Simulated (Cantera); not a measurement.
## Cu2O + CH4 + H2 (carbothermic reduction)

Feed: 1 mol Cu2O, 1.2 mol CH4, 2.5 mol H2, at 973.15 K and 0.133 bar.

Cantera equilibrium calculation (NASA polynomials, part measured and part estimated; ideal gas, pure solids and liquids). Candidate condensed phases: C, C6H6, C7H8, C8H18, Cu, CuO, Cu(OH)2, Cu2O, H2O; 113 gas species. Equilibrium is a limit: real reactors are often held back by kinetics, nucleation or transport.

```json
{
 "x(H2)": "0.818",
 "x(CO)": "0.157",
 "x(CH4)": "0.0114",
 "x(H2O)": "0.0106",
 "x(CO2)": "0.00327",
 "n(C(graphite))": "0.214 mol",
 "n(Cu(s))": "2.00 mol",
 "gas_amount": "5.754 mol",
 "log10 activity of Cu(OH)2(s) (absent)": "-14.58"
}
```
